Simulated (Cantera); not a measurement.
A freely propagating, adiabatic, planar premixed flame of 8.93 % CH₄, 17.9 % O₂, 73.2 % N₂, equivalence ratio 1.0, unburnt at 425 K and 4730 Torr; mixture-averaged transport, grid criteria slope 0.08 and curve 0.16, no radiation.

Detailed kinetics in Cantera: GRI-Mech 3.0 (53 species, 325 reactions). Burning velocities carry a grid error of a few per cent, more on coarse grids.

x: mole fraction of selected species; z is measured from the peak of heat release.

```csv
z (mm),T (K),u (m/s),x CH₄,x O₂,x HCN,x C₂H₆,x CH₃,x C₂H
-0.396,426,0.261,0.0892,0.178,<1e-8,5.70e-8,<1e-8,<1e-8
-0.264,430,0.264,0.0887,0.178,<1e-8,6.21e-7,1.81e-8,<1e-8
-0.198,449,0.276,0.0874,0.176,(withheld),(withheld),(withheld),<1e-8
-0.132,560,0.346,0.0806,0.168,1.39e-7,4.85e-5,8.91e-7,<1e-8
-0.0660,(withheld),0.644,(withheld),(withheld),(withheld),(withheld),(withheld),<1e-8
-0.0330,1452,0.911,0.0270,0.0844,2.25e-6,0.000667,0.000634,<1e-8
0,1857,1.17,0.00430,0.0388,3.92e-6,6.00e-5,0.000970,1.82e-7
0.0330,2020,1.26,8.88e-5,0.0182,2.27e-6,2.83e-8,4.20e-5,4.19e-8
0.0660,2085,1.30,1.04e-6,0.0128,5.90e-7,<1e-8,5.98e-7,<1e-8
0.132,2151,1.33,<1e-8,0.00914,5.34e-8,<1e-8,<1e-8,<1e-8
0.264,2204,1.36,<1e-8,0.00647,<1e-8,<1e-8,<1e-8,<1e-8
0.528,2236,1.38,<1e-8,0.00474,<1e-8,<1e-8,<1e-8,<1e-8
1.06,2252,1.39,<1e-8,0.00382,<1e-8,<1e-8,<1e-8,<1e-8
```

Problem. Fill in the missing entries.

Solution. 
- -0.198, x HCN: 1.44e-8
- -0.198, x C₂H₆: 4.33e-6
- -0.198, x CH₃: 8.36e-8
- -0.0660, T (K): 1031
- -0.0660, x CH₄: 0.0526
- -0.0660, x O₂: 0.127
- -0.0660, x HCN: 1.07e-6
- -0.0660, x C₂H₆: 0.000443
- -0.0660, x CH₃: 7.14e-5
